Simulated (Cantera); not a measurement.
An isothermal, constant-pressure homogeneous reactor starts with NO : N₂ = 1 : 0.32 (molar parts), at 2025 K and 1.60 bar.

Cantera simulation using GRI-Mech 3.0 (53 species, 325 reactions); the numbers are that mechanism's predictions, not measurements.

x: mole fraction; the columns are a selection and need not sum to one.

```
t (s)       x NO       x O      x O₂     x N₂O     x NO₂   x N₂
--------  ------  --------  --------  --------  --------  -----
0.000200   0.757   5.04e-5   4.49e-5         …  0.000224  0.243
0.000397   0.756   7.18e-5  0.000216         …  0.000342  0.243
0.000790   0.755   8.10e-5  0.000723  0.000273  0.000392  0.243
0.00157    0.753   8.47e-5   0.00181  0.000279  0.000410  0.244
0.00312    0.749   8.98e-5   0.00399  0.000275  0.000435  0.247
0.00620    0.740   9.91e-5   0.00828  0.000268  0.000480  0.251
0.0123     0.723  0.000115    0.0167  0.000254  0.000552  0.259
0.0245     0.691  0.000141    0.0328         …  0.000654  0.276
0.0487     0.631  0.000178    0.0624         …  0.000768  0.305
0.0968     0.532  0.000227     0.112         …  0.000835  0.355
0.192      0.389  0.000282     0.183         …  0.000769  0.426
0.382      0.230  0.000334     0.263         …  0.000540  0.506
0.760      0.103  0.000369     0.327         …  0.000269  0.569
1.51      0.0380  0.000386     0.359         …  0.000104  0.602
3.00      0.0157  0.000392     0.371         …   4.35e-5  0.613
```

Problem. Fill in the missing entries.

Solution. 
- 0.000200, x N₂O: 0.000169
- 0.000397, x N₂O: 0.000236
- 0.0245, x N₂O: 0.000229
- 0.0487, x N₂O: 0.000189
- 0.0968, x N₂O: 0.000132
- 0.192, x N₂O: 6.93e-5
- 0.382, x N₂O: 2.40e-5
- 0.760, x N₂O: 5.19e-6
- 1.51, x N₂O: 1.18e-6
- 3.00, x N₂O: 6.71e-7
